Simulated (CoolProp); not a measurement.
Vapour-liquid equilibrium of propylene (1) + R142b (2) at 233.1 K; x and y are mole fractions of (1).

Values from CoolProp's multi-fluid Helmholtz-energy mixture model, Lemmon 2013 and Lemmon 2006; pair parameters Bell 2016.

Q: Give the bubble pressure and the first vapour's composition at x = 0.05, 0.35, 0.95. Is there an azeotrope?

A: x = 0.05: 0.03122 MPa, y = 0.274; x = 0.35: 0.07323 MPa, y = 0.779; x = 0.95: 0.1359 MPa, y = 0.986. No azeotrope shows between x = 0.05 and 0.95.

The pair parameters rest on a limited set of measurements; away from them the model extrapolates.
